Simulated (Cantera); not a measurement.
Source: NASA polynomial tables (part measured, part estimated), evaluated in Cantera. Values are per mole of reaction as written; species without (g) are pure solids or liquids, kept so even where they would boil at 1 bar. TaC: taken at fixed stoichiometry.

Between 650 and 1450 K, where is each reaction favourable under standard conditions?
- C2H6(g) + 3 HCN(g) + 5 Ta = 5 TaC + 3 NH3(g)


- C2H6(g) + 3 HCN(g) + 5 Ta = 5 TaC + 3 NH3(g): ΔG° is -1017 kJ at 650 K and -827 kJ at 1450 K; it stays negative (K > 1). ΔH° is -1165 kJ and ΔS° -233 J/K at 1450 K.
